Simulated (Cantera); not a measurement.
Charge: 1 mol toluene, 0.75 mol H2O, at 352 °C and 0.173 Torr.

Equilibrium computed with Cantera from the NASA thermochemical tables; the gas is ideal and each condensed phase is pure. Candidate condensed phases: C, C6H6, C7H8, C8H18, H2O; 110 gas species. The numbers say what is thermodynamically allowed, not how fast it happens.

**Question.** What is the equilibrium state?

**Answer.** 
| Quantity | Value |
|---|---|
| x(H2) | 0.878 |
| x(H2O) | 0.0456 |
| x(CO2) | 0.0351 |
| x(CO) | 0.0326 |
| x(CH4) | 0.00858 |
| n(C(graphite)) | 6.61 mol |
| gas amount | 5.049 mol |
